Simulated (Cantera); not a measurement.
# Transport properties of process gases

Gas mixture: C3H8 : CH4 : H2O : H2 = 0.21 : 0.2 : 0.57 : 0.78 (molar parts), at 1.00 bar, frozen composition.

Cantera's kinetic-theory transport with the Lennard-Jones parameters of GRI-Mech 3.0, ideal gas; thermal conductivity in the mixture-averaged form. Polar gases are described roughly by these parameters. The composition is frozen, though it would react at the higher temperatures.

| T (K) | ρ (kg/m³) | cp (J/kg/K) | μ (µPa s) | λ (mW/m/K) | Pr | D (cm²/s) NO | D (cm²/s) CH4 | D (cm²/s) H |
|---|---|---|---|---|---|---|---|---|
| 400 | 0.415 | 2889 | 13.6 | 91.2 | 0.430 | 0.479 | 0.517 | 2.34 |
| 650 | 0.256 | 3438 | 20.9 | 145 | 0.497 | 1.13 | 1.25 | 5.54 |
| 900 | 0.185 | 3894 | 27.5 | 200 | 0.536 | 1.99 | 2.21 | 9.72 |
| 1150 | 0.144 | 4255 | 33.6 | 256 | 0.557 | 3.01 | 3.36 | 14.7 |
| 1400 | 0.119 | 4550 | 39.2 | 313 | 0.570 | 4.19 | 4.70 | 20.5 |
| 1650 | 0.101 | 4794 | 44.4 | 368 | 0.578 | 5.52 | 6.20 | 27.1 |
| 1900 | 0.0874 | 4992 | 49.2 | 422 | 0.583 | 6.99 | 7.85 | 34.2 |
| 2150 | 0.0773 | 5151 | 53.9 | 474 | 0.585 | 8.58 | 9.66 | 42.1 |
| 2400 | 0.0692 | 5278 | 58.3 | 525 | 0.586 | 10.3 | 11.6 | 50.5 |
D: mixture-averaged diffusion coefficient of that species in the mixture.
